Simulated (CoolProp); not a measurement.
Values from CoolProp's reference Helmholtz-energy equation of state, Outcalt 1996. It is a modified Benedict-Webb-Rubin equation, recast in Helmholtz form.

Problem. Give the vapour pressure (MPa), liquid density (kg/m³), liquid cp (kJ/(kg K)), vapour viscosity (µPa s) of saturated R152A at -9.25, 5.95 °C.

Solution. 
| T (°C) | p (MPa) | liquid density (kg/m³) | liquid cp (kJ/(kg K)) | vapour viscosity (µPa s) |
|---|---|---|---|---|
| -9.25 | 0.187 | 980 | 1.67 | 9.83 |
| 5.95 | 0.325 | 946 | 1.72 | 10.4 |

Viscosity comes from a separate model (Bell 2016), an estimate that may be off by 10 % or more.
